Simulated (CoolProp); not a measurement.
Saturated liquid density (kg/m³) of R22: the reference equation beside estimates from Tc = 96.1 °C, pc = 4990 kPa, ω = 0.221. Rackett uses Z = 0.29056 − 0.08775 ω.

Computed with CoolProp (reference Helmholtz-energy equation of state, Kamei 1995).

```csv
T (°C),reference,Rackett,Soave-Redlich-Kwong
-57.25,1456,1430,1321
-49.25,1433,1408,1301
-41.25,1410,1386,1280
-33.25,1387,1363,1258
-25.25,1363,1339,1235
-17.25,1338,1315,1211
-9.35,1313,1290,1185
-1.35,1286,1264,1158
6.65,1259,1237,1129
14.65,1230,1209,1098
22.65,1200,1180,1065
30.55,1169,1149,1030
38.55,1135,1116,991.7
46.55,1099,1081,950.1
```

Absolute difference from the reference over all 14 rows, mean and median: Rackett 1.7 and 1.7 %, Soave-Redlich-Kwong 10.4 and 9.9 %.
